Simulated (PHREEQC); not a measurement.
NaOH is added in steps, without added water, to 1 kg of water holding 9e-05 mol CaSO4 and 0.0082 mol CO2, at 93 °C. O2 is buffered at 0.21 atm. CO2 from the air is kept out. Only these solids could form: Calcite, Gypsum.

Base run: PHREEQC, ion-association model, phreeqc.dat. Each further column changes one thing. The table gives CO2 (mol/kgw).

| NaOH added (mol) | base | metal-ligand complexes left out | database wateq4f.dat | Davies equation for every ion | Debye-Hückel limiting law |
|---|---|---|---|---|---|
| 0 | 0.00813 | 0.00813 | 0.00814 | 0.00813 | 0.00813 |
| 0.0015 | 0.00669 | 0.00669 | 0.00670 | 0.00669 | 0.00669 |
| 0.003 | 0.00520 | 0.00520 | 0.00520 | 0.00520 | 0.00520 |
| 0.00375 | 0.00445 | 0.00445 | 0.00445 | 0.00445 | 0.00445 |
| 0.00525 | 0.00296 | 0.00295 | 0.00296 | 0.00296 | 0.00296 |
| 0.00675 | 0.00147 | 0.00146 | 0.00147 | 0.00147 | 0.00147 |
| 0.00825 | 0.000213 | 0.000160 | 0.000212 | 0.000213 | 0.000211 |
| 0.009 | 5.32e-5 | 2.88e-5 | 5.23e-5 | 5.30e-5 | 5.28e-5 |
| 0.0105 | 1.44e-5 | 8.12e-6 | 1.41e-5 | 1.44e-5 | 1.43e-5 |
| 0.012 | 6.46e-6 | 4.05e-6 | 6.27e-6 | 6.43e-6 | 6.42e-6 |

Away from 25 °C the constants follow the database's enthalpies or fits; those with neither stay at their 25 °C values. phreeqc.dat and wateq4f.dat share most of their constants, so their agreement is no independent check. Solids allowed in the column 'database wateq4f.dat': Calcite, Gypsum, Portlandite, Mirabilite, Nahcolite, Natron.
